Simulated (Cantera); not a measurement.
Charge: 1 mol Si, 4 mol F2, 0.54 mol N2, held at 0.830 bar.

Cantera equilibrium calculation (NASA polynomials, part measured and part estimated; ideal gas, pure solids and liquids). Candidate condensed phases: Si, Si3N4; 16 gas species. Rates play no part.

x: gas mole fraction; nothing condenses.

| T (K) | x F2 | x NF3 | x SiF4 | x F | x N2 | x NF2 |
|---|---|---|---|---|---|---|
| 675 | 0.155 | 0.439 | 0.406 | 0.000370 | 0.000124 | ? |
| 725 | 0.161 | 0.431 | 0.404 | 0.00103 | 0.00268 | ? |
| 775 | 0.202 | 0.386 | 0.391 | 0.00276 | 0.0181 | ? |
| 825 | 0.279 | 0.300 | 0.366 | 0.00700 | 0.0479 | ? |
| 875 | 0.366 | 0.199 | 0.337 | 0.0159 | 0.0821 | ? |
| 925 | 0.434 | 0.114 | 0.310 | 0.0318 | 0.111 | ? |
| 975 | 0.467 | 0.0575 | 0.291 | 0.0571 | 0.128 | ? |
| 1025 | 0.466 | 0.0272 | 0.277 | 0.0937 | 0.136 | ? |
| 1075 | 0.441 | 0.0125 | 0.266 | 0.143 | 0.137 | 8.14e-6 |
| 1125 | 0.399 | 0.00563 | 0.255 | 0.205 | 0.135 | 8.68e-6 |
| 1175 | 0.345 | 0.00249 | 0.244 | 0.278 | 0.130 | 8.65e-6 |

Task: What belongs in the gaps?

Result: 
- 675, x NF2: 8.81e-9
- 725, x NF2: 6.47e-8
- 775, x NF2: 3.04e-7
- 825, x NF2: 9.44e-7
- 875, x NF2: 2.16e-6
- 925, x NF2: 3.83e-6
- 975, x NF2: 5.59e-6
- 1025, x NF2: 7.08e-6
